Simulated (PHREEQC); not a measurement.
A solution holds 1.7 mmol/kgw PbCl2, 0.22 mmol/kgw NaNO3 and 45 mmol/kgw Na2SO4, at 20 °C. Closed to the air; pH follows from the charge balance.

All values are PHREEQC results (ion-association model, phreeqc.dat), not measurements.

The ionic strength comes out as 0.124 mol/kgw. What activity coefficients do NO3-, Pb(SO4)2-2, PbOH+, NaSO4-, H+ get?

NO3- 0.74, Pb(SO4)2-2 0.35, PbOH+ 0.77, NaSO4- 0.78, H+ 0.82.

This is a speciation only: nothing precipitates in the calculation. The solution is supersaturated, for example in Anglesite, so a real one may precipitate; this is no full list.
